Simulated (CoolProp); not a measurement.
R1224YDZ along the isotherm 473.1 K: fugacity coefficient from the reference equation and from simpler models built on Tc = 428.7 K, pc = 33.34 bar, ω = 0.325; each cubic takes its own stable root.

The numbers come from the reference Helmholtz-energy equation of state, Akasaka 2023 in CoolProp.

| p (bar) | phase | reference |
|---|---|---|
| 16.7 | gas | 0.8811 |
| 33.3 | gas | 0.7699 |
| 50 | supercritical | 0.6649 |
| 66.7 | supercritical | 0.5685 |
| 83.4 | supercritical | 0.4979 |
| 100 | supercritical | 0.4498 |
| 117 | supercritical | 0.4149 |
| 133 | supercritical | 0.3909 |
| 150 | supercritical | 0.3719 |
| 167 | supercritical | 0.3577 |

Task: How far does each simpler model (van der Waals, Soave-Redlich-Kwong) lie from the reference over these 10 states: mean and median of the absolute difference, and the worst?

Result: 
- van der Waals: mean 3.5 %, median 2.5 %, worst +10.4 % at 473.1 K and 167 bar
- Soave-Redlich-Kwong: mean 5.6 %, median 5.9 %, worst +11.0 % at 473.1 K and 167 bar
